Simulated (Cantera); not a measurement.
# Premixed flame

A freely propagating, adiabatic, planar premixed flame of CH4 : H2 : O2 : N2 : H2O = 1 : 0.83 : 2.62 : 12 : 0.6 (molar parts), equivalence ratio 0.92, unburnt at 698 K and 1.09 atm; mixture-averaged transport, grid criteria slope 0.08 and curve 0.16, no radiation.

Cantera simulation using GRI-Mech 3.0 (53 species, 325 reactions); the numbers are that mechanism's predictions, not measurements. Burning velocities carry a grid error of a few per cent, more on coarse grids.

| z (mm) | T (K) | u (m/s) | x CH4 | x H2 | x O2 | x HCO | x OH | x CH2 |
|---|---|---|---|---|---|---|---|---|
| -0.984 | 698 | 1.64 | 0.0587 | 0.0482 | 0.154 | <1e-8 | <1e-8 | <1e-8 |
| -0.656 | 699 | 1.64 | 0.0587 | 0.0471 | 0.154 | <1e-8 | <1e-8 | <1e-8 |
| -0.492 | 703 | 1.65 | 0.0586 | 0.0457 | 0.154 | <1e-8 | 1.13e-8 | <1e-8 |
| -0.328 | 730 | 1.71 | 0.0575 | 0.0426 | 0.153 | <1e-8 | 9.79e-7 | <1e-8 |
| -0.164 | 961 | 2.25 | 0.0464 | 0.0363 | 0.137 | 5.63e-7 | 5.20e-5 | 2.30e-7 |
| -0.0820 | 1283 | 3.02 | 0.0286 | 0.0319 | 0.109 | 1.07e-5 | 0.000365 | 5.60e-6 |
| 0 | 1628 | 3.86 | 0.00804 | 0.0255 | 0.0689 | 4.57e-5 | 0.00226 | 3.24e-5 |
| 0.0820 | 1788 | 4.24 | 0.000743 | 0.0177 | 0.0425 | 1.73e-5 | 0.00597 | 1.07e-5 |
| 0.164 | 1842 | 4.36 | 3.60e-5 | 0.0138 | 0.0326 | 1.31e-6 | 0.00802 | 7.19e-7 |
| 0.328 | 1905 | 4.48 | 1.10e-7 | 0.0123 | 0.0271 | 4.68e-8 | 0.00884 | <1e-8 |
| 0.656 | 1982 | 4.64 | <1e-8 | 0.0108 | 0.0237 | 2.09e-8 | 0.00868 | <1e-8 |
| 1.31 | 2061 | 4.80 | <1e-8 | 0.00837 | 0.0208 | <1e-8 | 0.00780 | <1e-8 |
| 2.62 | 2129 | 4.94 | <1e-8 | 0.00576 | 0.0182 | <1e-8 | 0.00649 | <1e-8 |
x: mole fraction of selected species; z is measured from the peak of heat release.

```yaml
laminar_burning_velocity: 164 cm/s
thermal_thickness: 0.328 mm
peak x(HCO): 4.64e-5
peak x(OH): 0.00888
peak x(CH2): 3.29e-5
grid_points: 143
```
